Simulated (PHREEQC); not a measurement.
## Ultrapure water in contact with air or piping (model solution)

Synthetic water in mg/L, 5 °C, pH 6.27, pe 10.1:

```tsv
constituent	mg/L
Na	0.117
K	0.00421
Ca	0.031
Mg	0.115
Cl	0.0584
S(6) as SO4	0.137
Alkalinity as HCO3	0.746
Pb	0.0192
Cu(2)	0.000188
Li	0.000502
```

Valence states are taken as typed.

Computed with PHREEQC (ion-association model, wateq4f.dat).

No solid was allowed to form.

Task: Predict the charge-balance error.

Result: charge-balance error -0.8 %.

Task: In which forms is C present?

Result: CO2 64 %, HCO3- 36 % of the C.

At this temperature some constants are extrapolated from 25 °C, and those without enthalpy data are left unchanged.
